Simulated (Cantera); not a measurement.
Charge: 1 mol Si3H8, 1.5 mol HCl, 4.1 mol N2, equilibrated at 0.0133 bar.

Method: chemical equilibrium by Gibbs-energy minimisation in Cantera with the NASA 1993 tables (ideal gas, pure condensed phases). Candidate condensed phases: NH4Cl, Si, Si3N4; 28 gas species. The feed counts by its element totals alone. N2 is the only nitrogen source here; it is nearly inert below about 1500 K, so the nitride shown seldom forms there in practice. The tables' values for SiCl3 are old estimates; treat these amounts as uncertain. Equilibrium is a limit: real reactors are often held back by kinetics, nucleation or transport.

x: gas mole fraction; n: condensed amount in mol.

| T (K) | x H2 | x N2 | x HCl | x SiCl4 | x SiCl2 | x SiCl3 | n Si3N4(s) |
|---|---|---|---|---|---|---|---|
| 850 | 0.530 | 0.278 | 0.191 | 0.00163 | 1.12e-9 | 1.60e-7 | 0.996 |
| 900 | 0.529 | 0.277 | 0.192 | 0.00129 | 9.18e-9 | 4.98e-7 | 0.997 |
| 950 | 0.529 | 0.277 | 0.193 | 0.00104 | 6.02e-8 | 1.37e-6 | 0.997 |
| 1000 | 0.528 | 0.277 | 0.194 | 0.000851 | 3.26e-7 | 3.39e-6 | 0.998 |
| 1050 | 0.528 | 0.277 | 0.194 | 0.000713 | 1.50e-6 | 7.68e-6 | 0.998 |
| 1100 | 0.528 | 0.277 | 0.195 | 0.000606 | 5.98e-6 | 1.61e-5 | 0.998 |
| 1150 | 0.528 | 0.277 | 0.195 | [?] | [?] | 3.17e-5 | 0.998 |
| 1200 | 0.527 | 0.277 | 0.195 | 0.000455 | 6.66e-5 | 5.88e-5 | 0.998 |
| 1250 | 0.527 | 0.277 | 0.195 | 0.000399 | 0.000191 | 0.000103 | 0.998 |
| 1300 | 0.528 | 0.277 | 0.194 | [?] | [?] | 0.000172 | 0.997 |
| 1350 | 0.528 | 0.277 | 0.193 | 0.000302 | 0.00121 | 0.000271 | 0.995 |

Task: Complete the blanks.

Result: 
- 1150, x SiCl4: 0.000523
- 1150, x SiCl2: 2.11e-5
- 1300, x SiCl4: 0.000349
- 1300, x SiCl2: 0.000501
